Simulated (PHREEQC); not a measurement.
Consider water at 20 °C with 24 mmol/kgw KHCO3. Closed to the air; pH follows from the charge balance.

The numbers come from PHREEQC with the ion-association model, phreeqc.dat.

Each row changes one thing in this solution. No solid was allowed to form.

```csv
case,pH,ionic strength (mol/kgw),CO2 (mol/kgw),CO3-2 (mol/kgw)
as made,8.25,0.0243,0.000272,0.000271
0.00028 mol/kgw NaCl added,8.25,0.0245,0.000273,0.000271
diluted 5-fold with water,8.31,0.00485,5.16e-5,5.01e-5
KHCO3 from 0.024 to 0.12 mol/kgw,8.15,0.121,0.00150,0.00150
KHCO3 from 0.024 to 0.036 mol/kgw,8.23,0.0364,0.000417,0.000416
KHCO3 from 0.024 to 0.0216 mol/kgw,8.26,0.0218,0.000244,0.000243
temperature from 20 to 70 °C,8.07,0.0243,0.000346,0.000324
KHCO3 from 0.024 to 0.0024 mol/kgw,8.32,0.00242,2.57e-5,2.42e-5
KHCO3 replaced by Li2CO3 at the same molality,11.26,0.0704,1.67e-8,0.0224
```

Away from 25 °C the constants follow the database's enthalpies or fits; those with neither stay at their 25 °C values.
